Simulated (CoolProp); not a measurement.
Vapour-liquid equilibrium of R13 (1) + CHF3 (R23) (2) at -98.55 °C; x and y are mole fractions of (1).

Values from CoolProp's multi-fluid Helmholtz-energy mixture model, Platzer 1990 and Penoncello 2003; pair parameters Bell 2016. This equation is an older, rougher fit; its heat capacities, sound speeds and derivatives of the liquid may be far off and weren't checked against measurements.

```csv
x,bubble pressure (MPa),y at the bubble point,dew pressure at overall composition x (MPa),liquid density (mol/L)
0.05,0.04073,0.177,0.03651,21.04
0.125,0.04613,0.314,0.03892,20.35
0.2,0.04917,0.388,0.04159,19.72
0.275,0.05085,0.433,0.04452,19.12
0.35,0.05175,0.464,0.04762,18.57
0.425,0.05219,0.487,0.05057,18.06
0.5,0.05235,0.507,0.05232,17.58
0.575,0.05226,0.528,0.05131,17.14
0.65,0.05187,0.553,0.04876,16.73
0.725,0.05102,0.585,0.04588,16.35
0.8,0.04942,0.632,0.04306,15.99
0.875,0.04655,0.708,0.04044,15.66
0.95,0.04162,0.840,0.03804,15.36
```

y crosses x between x = 0.5 and 0.575: the model has an azeotrope there.

The pair parameters rest on a limited set of measurements; away from them the model extrapolates.
